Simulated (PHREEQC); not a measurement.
Model water analysis in mg/kgw, 25 °C, pH 5.76, pe 9.4:

| constituent | mg/kgw |
|---|---|
| Na | 1.16 |
| K | 3.42 |
| Ca | 1.36 |
| Mg | 1.83 |
| Cl | 3.74 |
| S(6) as SO4 | 7.68 |
| Alkalinity as HCO3 | 6.17 |
| Cd | 0.00524 |
| Zn | 0.0138 |

Valence states are taken as typed.

All values are PHREEQC results (ion-association model, phreeqc.dat), not measurements.

Each row changes one thing in this solution. This is a speciation only: nothing precipitates in the calculation.

| case | CO2 (mol/kgw) | HCO3- (mol/kgw) | MgSO4 (mol/kgw) | CaSO4 (mol/kgw) | MgHCO3+ (mol/kgw) | KSO4- (mol/kgw) | SI of Otavite (CdCO3) | SI of Gypsum (CaSO4:2H2O) |
|---|---|---|---|---|---|---|---|---|
| as made | 0.000391 | 0.000103 | 1.10e-6 | 3.78e-7 | 8.02e-8 | 4.33e-8 | -3.86 | -4.09 |
| Ca from 1.36 to 0.68 mg/kgw | 0.000391 | 0.000103 | 1.11e-6 | 1.91e-7 | 8.05e-8 | 4.35e-8 | -3.86 | -4.39 |
| all concentrations times 2 at the same typed pH | … | … | 3.96e-6 | 1.36e-6 | 3.01e-7 | … | -3.30 | -3.53 |
| Cd from 0.00524 to 0.00262 mg/kgw | 0.000391 | 0.000103 | 1.10e-6 | 3.78e-7 | 8.02e-8 | 4.33e-8 | -4.16 | -4.09 |
| pH from 5.76 to 6.06 at the same alkalinity | 0.000194 | 0.000102 | 1.10e-6 | 3.78e-7 | 7.95e-8 | 4.33e-8 | -3.56 | -4.09 |
| temperature from 25 to 85 °C at the same typed pH | 0.000394 | 0.000102 | 3.62e-6 | 5.15e-7 | 1.33e-7 | … | -3.67 | -3.93 |

Task: What belongs in the gaps?

Result: 
- all concentrations times 2 at the same typed pH, CO2 (mol/kgw): 0.000764
- all concentrations times 2 at the same typed pH, HCO3- (mol/kgw): 0.000203
- all concentrations times 2 at the same typed pH, KSO4- (mol/kgw): 1.64e-7
- temperature from 25 to 85 °C at the same typed pH, KSO4- (mol/kgw): 9.85e-8

Constants without temperature data keep their 25 °C values here.
